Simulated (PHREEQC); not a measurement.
1 kg of water holding 0.012 mol NaCl, 0.15 mol KCl and 0.045 mol CaCl2 is evaporated at 75 °C; the solids stay in contact with the brine. The system is closed to CO2. Only these solids could form: Halite, Portlandite, Sylvite.

Base run: PHREEQC, Pitzer model, pitzer.dat. Each further column changes one thing. The table gives water activity.

| H2O removed (mol) | base | temperature from 75 to 25 °C | temperature from 75 to 5 °C |
|---|---|---|---|
| 0 | 0.993 | 0.993 | 0.993 |
| 18.01 | 0.989 | 0.989 | 0.989 |
| 30.18 | 0.984 | 0.984 | 0.984 |
| 38.4 | 0.976 | 0.976 | 0.976 |
| 43.95 | 0.965 | 0.965 | 0.965 |
| 47.7 | 0.947 | 0.947 | 0.947 |
| 51.17 | 0.900 | 0.900 | 0.901 |
| 52.58 | 0.847 | 0.845 | 0.850 |
| 53.53 | 0.770 | 0.797 | 0.828 |
| 54.17 | 0.709 | 0.758 | 0.784 |
| 54.6 | 0.649 | 0.679 | 0.695 |
| 54.9 | 0.543 | 0.546 | 0.551 |

At this temperature some constants are extrapolated from 25 °C, and those without enthalpy data are left unchanged.
